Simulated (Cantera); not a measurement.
A closed system holds: 1 mol SiHCl3, 1800 mol H2, equilibrated at 1723 K and 1000 Pa.

Equilibrium computed with Cantera from the NASA thermochemical tables; the gas is ideal and each condensed phase is pure. Gases not in the tables: Si2H6 and higher silanes. Equilibrium is a limit: real reactors are often held back by kinetics, nucleation or transport.

```csv
species,before,after
H2,0.996,0.998
HCl,0.00164,0.00165
H,0.00182,4.44e-7
Si,9.83e-5,<1e-9
SiH2,1.69e-5,2.36e-9
SiH,1.41e-5,<1e-9
"Si(l), mol",0.743,0
"Si(s), mol",0,0.989
```
Gas species are given as mole fractions.

Name the change that produced these shifts.
A. H2 from 1800 to 140 mol
B. SiHCl3 replaced by SiCl4
C. temperature from 1723 K to 1125 K
D. temperature from 1723 K to 2075 K

C, temperature from 1723 K to 1125 K
